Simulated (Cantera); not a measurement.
Feed: 1 mol toluene, 0.054 mol O2, 23 mol N2, equilibrated at 1.10 bar.

Equilibrium computed with Cantera from the NASA thermochemical tables; the gas is ideal and each condensed phase is pure. Candidate condensed phases: C, C6H6, C7H8, C8H18, H2O; 136 gas species. Rates play no part.

What share of the C ends up in condensed phases as a function of T (°C), at 425, 625, 825, 1025, 1225, 1425, 1625?


| T (°C) | C condensed (%) | as |
|---|---|---|
| 425 | 84.3 | C(graphite) |
| 625 | 96.4 | C(graphite) |
| 825 | 98.1 | C(graphite) |
| 1025 | 98.4 | C(graphite) |
| 1225 | 98.3 | C(graphite) |
| 1425 | 97.9 | C(graphite) |
| 1625 | 97.0 | C(graphite) |
